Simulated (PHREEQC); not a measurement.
Make-up at 25 °C: 2.3 mmol/kgw CuCl2, 22 mmol/kgw HBF4 and 0.58 mmol/kgw H3BO3. Closed to the air; pH follows from the charge balance.

Model: ion-association model, phreeqc.dat, run in PHREEQC.

Question: The ionic strength comes out as 0.0275 mol/kgw. What activity coefficients do Cl-, H+, CuF+, HF2-, Cu+2 get?

Answer: Cl- 0.85, H+ 0.88, CuF+ 0.86, HF2- 0.86, Cu+2 0.56.

Precipitation was switched off in this run. Real BF4- forms and hydrolyses slowly; the run takes it at equilibrium.
